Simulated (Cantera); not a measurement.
Premixed flame

A freely propagating, adiabatic, planar premixed flame of H₂ : O₂ : N₂ = 1 : 0.714 : 2.69 (molar parts), equivalence ratio 0.70, unburnt at 600 K and 750000 Pa; multicomponent+Soret transport, grid criteria slope 0.08 and curve 0.16, no radiation.

Model: the H2/O2 subset of GRI-Mech 3.0, which has no nitrogen chemistry, integrated in Cantera. The hydrogen kinetics of GRI-Mech 3.0 are dated; newer H2 mechanisms differ, most at raised pressure. Burning velocities carry a grid error of a few per cent, more on coarse grids.

| z (mm) | T (K) | u (m/s) | x H₂ | x O₂ | x H₂O | x H | x OH | x HO₂ |
|---|---|---|---|---|---|---|---|---|
| -0.113 | 600 | 2.83 | 0.226 | 0.162 | 1.55e-6 | <1e-8 | <1e-8 | 2.21e-8 |
| -0.0755 | 600 | 2.82 | 0.223 | 0.163 | 2.42e-5 | <1e-8 | <1e-8 | 4.67e-7 |
| -0.0566 | 602 | 2.81 | 0.218 | 0.164 | 0.000121 | <1e-8 | <1e-8 | 2.77e-6 |
| -0.0378 | 612 | 2.80 | 0.200 | 0.168 | 0.00108 | <1e-8 | 1.35e-8 | 3.37e-5 |
| -0.0189 | 748 | 3.25 | 0.148 | 0.171 | 0.0173 | 3.65e-5 | 5.05e-5 | 0.000730 |
| -0.00944 | 1059 | 4.52 | 0.107 | 0.154 | 0.0600 | 0.00104 | 0.000756 | 0.000896 |
| 0 | 1443 | 6.11 | 0.0631 | 0.120 | 0.126 | 0.00467 | 0.00301 | 0.000502 |
| 0.00944 | 1714 | 7.24 | 0.0312 | 0.0885 | 0.179 | 0.00705 | 0.00693 | 0.000268 |
| 0.0189 | 1871 | 7.90 | 0.0166 | 0.0722 | 0.206 | 0.00633 | 0.00991 | 0.000156 |
| 0.0378 | 2023 | 8.51 | 0.00806 | 0.0629 | 0.224 | 0.00341 | 0.0111 | 7.42e-5 |
| 0.0755 | 2129 | 8.92 | 0.00380 | 0.0603 | 0.235 | 0.00109 | 0.00892 | 3.09e-5 |
| 0.151 | 2182 | 9.12 | 0.00147 | 0.0599 | 0.241 | 0.000255 | 0.00595 | 1.26e-5 |
| 0.302 | 2201 | 9.19 | 0.000626 | 0.0601 | 0.243 | 7.42e-5 | 0.00412 | 7.18e-6 |
x: mole fraction of selected species; z is measured from the peak of heat release.

| Item | Result |
|---|---|
| laminar burning velocity | 283 cm/s |
| thermal thickness | 0.0378 mm |
| peak x(H) | 0.00711 |
| peak x(OH) | 0.0111 |
| peak x(HO₂) | 0.001000 |
| grid points | 112 |
